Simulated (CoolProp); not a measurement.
Model: reference Helmholtz-energy equation of state, Setzmann 1991, in CoolProp.

**Question.** Give the vapour pressure (kPa), liquid density (kg/m³), enthalpy of vaporisation (kJ/kg), liquid cp (kJ/(kg K)) of saturated methane at 175.5 K.

**Answer.** 
```tsv
T (K)	p (kPa)	liquid density (kg/m³)	enthalpy of vaporisation (kJ/kg)	liquid cp (kJ/(kg K))
175.5	2820	293	284	6.01
```
